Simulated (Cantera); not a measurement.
(CH3)2SiCl2 + C2H4 + H2 (silicon carbide growth)

Input: 1 mol (CH3)2SiCl2, 0.006 mol C2H4, 840 mol H2, held at 13300 Pa.

Equilibrium computed with Cantera from the NASA thermochemical tables; the gas is ideal and each condensed phase is pure. Candidate condensed phases: C, C6H6, C7H8, C8H18, Si, SiC; 109 gas species. The feed counts by its element totals alone. Gases not in the tables: Si2H6 and higher silanes. Rates play no part.

| T (K) | log p H2 | log p H | log p HCl | log p CH4 | log p C2H2 (acetylene) | log p Si | log p SiH | log p SiH2 | n SiC(s) | n C(graphite) |
|---|---|---|---|---|---|---|---|---|---|---|
| 1048 | -0.88 | -8.55 | -3.50 | -3.80 | -10.90 | <-12 | <-12 | -12.75 | 1.000 | 0 |
| 1148 | -0.88 | -7.58 | -3.50 | -3.80 | -9.14 | <-12 | <-12 | -11.78 | 1.000 | 0 |
| 1248 | -0.88 | -6.77 | -3.50 | -3.80 | -7.67 | <-12 | <-12 | -10.96 | 1.000 | 0 |
| 1348 | -0.88 | -6.07 | -3.50 | -3.99 | -6.80 | -12.15 | -11.78 | -10.07 | 1.000 | 0.358 |
| 1448 | -0.88 | -5.47 | -3.50 | -4.23 | -6.20 | -10.76 | -10.60 | -9.23 | 1.000 | 0.630 |
| 1548 | -0.88 | -4.95 | -3.50 | -4.44 | -5.68 | -9.56 | -9.57 | -8.50 | 1.000 | 0.755 |
| 1648 | -0.88 | -4.49 | -3.50 | -4.63 | -5.23 | -8.50 | -8.67 | -7.86 | 1.000 | 0.786 |
| 1748 | -0.88 | -4.08 | -3.50 | -4.79 | -4.82 | -7.56 | -7.88 | -7.29 | 0.999 | 0.718 |
| 1848 | -0.88 | -3.71 | -3.50 | -4.94 | -4.47 | -6.73 | -7.17 | -6.78 | 0.997 | 0.505 |
| 1948 | -0.88 | -3.39 | -3.50 | -5.07 | -4.15 | -5.98 | -6.53 | -6.33 | 0.987 | 0.0591 |
| 2048 | -0.88 | -3.09 | -3.50 | -5.30 | -4.09 | -5.19 | -5.85 | -5.81 | 0.935 | 0 |
| 2148 | -0.88 | -2.82 | -3.51 | -5.50 | -4.00 | -4.50 | -5.25 | -5.35 | 0.701 | 0 |
log p: log10 of the partial pressure in bar; n: condensed amount in mol.

From 1048 K to 1248 K the condensed part is SiC(s). From 1348 K to 1948 K the condensed part is C(graphite) + SiC(s). From 2048 K to 2148 K the condensed part is SiC(s). The main Si-bearing gas is SiHCl3 at 1048 K and Si at 2148 K.
